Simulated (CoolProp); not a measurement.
Vapour-liquid equilibrium of carbon dioxide (1) + R124 (2) at 276.6 K; x and y are mole fractions of (1).

Computed with CoolProp (multi-fluid Helmholtz-energy mixture model, Span 1996 and de Vries 1995; pair parameters Bell 2016).

| x | bubble pressure (MPa) | y at the bubble point | dew pressure at overall composition x (MPa) | liquid density (mol/L) |
|---|---|---|---|---|
| 0.05 | 0.3400 | 0.458 | 0.1952 | 10.76 |
| 0.2 | 0.7793 | 0.775 | 0.2319 | 11.77 |
| 0.35 | 1.215 | 0.866 | 0.2848 | 12.95 |
| 0.5 | 1.682 | 0.915 | 0.3681 | 14.32 |
| 0.65 | 2.209 | 0.947 | 0.5184 | 15.94 |
| 0.8 | 2.823 | 0.972 | 0.8663 | 17.82 |
| 0.95 | 3.545 | 0.993 | 2.272 | 19.91 |

No azeotrope shows between x = 0.05 and 0.95.

Pair parameters are fitted to limited data, so mixtures are less certain than the pure fluids.
